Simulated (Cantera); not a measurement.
Input (Python, Cantera):

```python
import numpy as np
import cantera as ct

gas = ct.Solution("h2o2.yaml")
gas.TPX = 873, 13332, {'H2': 1.8, 'O2': 1, 'N2': 2.2}
reactor = ct.IdealGasConstPressureReactor(gas, energy="off", clone=False)
net = ct.ReactorNet([reactor])
net.rtol, net.atol = 1e-08, 1e-18
show = ['H2', 'O2', 'H2O', 'HO2', 'H2O2']
times = np.geomspace(8e-06, 10, 13)

steps = ct.SolutionArray(gas, extra=["t"])
rows = []
print(f"{'t/s':>10s}{'T/K':>9s}{'P/Pa':>11s}" + "".join(f"{s:>11s}" for s in show))
for t in times:
    while net.time < t:
        t_next = net.step()
        steps.append(gas.state, t=t_next)
    rows.append([np.interp(t, steps.t, y) for y in (steps.T, steps.P, *steps(*show).X.T)])
    print(f"{t:10.3e}{rows[-1][0]:9.1f}{rows[-1][1]:11.4g}" + "".join(f"{x:11.3e}" for x in rows[-1][2:]))
rate = np.gradient(steps.T, steps.t)
print("integrator steps:", len(steps.t))
if steps.T.max() > steps.T[0] + 200:
    print(f"time of steepest temperature rise: {steps.t[rate.argmax()]:.4e} s")
gas.TPX = 873, 13332, {'H2': 1.8, 'O2': 1, 'N2': 2.2}
gas.equilibrate("TP")
print(f"equilibrium (TP): T = {gas.T:.1f} K  " + "  ".join(f"{s} {gas[s].X[0]:.3e}" for s in show))
```

Result:

```
       t/s      T/K       P/Pa         H2         O2        H2O        HO2       H2O2
 8.000e-06    873.0  1.333e+04  3.600e-01  2.000e-01  1.682e-14  1.056e-12  2.657e-17
 2.577e-05    873.0  1.333e+04  3.600e-01  2.000e-01  2.786e-13  3.530e-12  2.821e-16
 8.303e-05    873.0  1.333e+04  3.600e-01  2.000e-01  4.180e-12  1.283e-11  3.169e-15
 2.675e-04    873.0  1.333e+04  3.600e-01  2.000e-01  7.342e-11  6.612e-11  4.457e-14
 8.618e-04    873.0  1.333e+04  3.600e-01  2.000e-01  4.890e-09  2.129e-09  2.312e-12
 2.776e-03    873.0  1.333e+04  3.592e-01  1.997e-01  6.657e-04  2.732e-05  3.189e-07
 8.944e-03    873.0  1.333e+04  4.649e-02  4.708e-02  3.821e-01  2.735e-05  1.027e-06
 2.882e-02    873.0  1.333e+04  4.104e-02  4.439e-02  3.890e-01  1.941e-05  1.222e-05
 9.283e-02    873.0  1.333e+04  4.102e-02  4.438e-02  3.890e-01  7.997e-06  2.080e-05
 2.991e-01    873.0  1.333e+04  4.092e-02  4.433e-02  3.891e-01  9.168e-06  3.137e-05
 9.635e-01    873.0  1.333e+04  4.021e-02  4.396e-02  3.899e-01  1.336e-05  7.468e-05
 3.104e+00    873.0  1.333e+04  3.533e-02  4.156e-02  3.959e-01  1.472e-05  1.023e-04
 1.000e+01    873.0  1.333e+04  2.226e-02  3.520e-02  4.118e-01  1.218e-05  7.527e-05
integrator steps: 1714
equilibrium (TP): T = 873.0 K  H2 8.927e-12  O2 2.439e-02  H2O 4.390e-01  HO2 2.291e-11  H2O2 1.099e-11
```

Cantera simulation using the H2/O2 subset of GRI-Mech 3.0, which has no nitrogen chemistry; the numbers are that mechanism's predictions, not measurements. Radical loss at walls, strong at low pressure, is not modelled. Below about 950 K walls govern HO2 and H2O2 in real vessels. The temperature is held fixed by assumption; the heat of reaction is taken as removed at once.
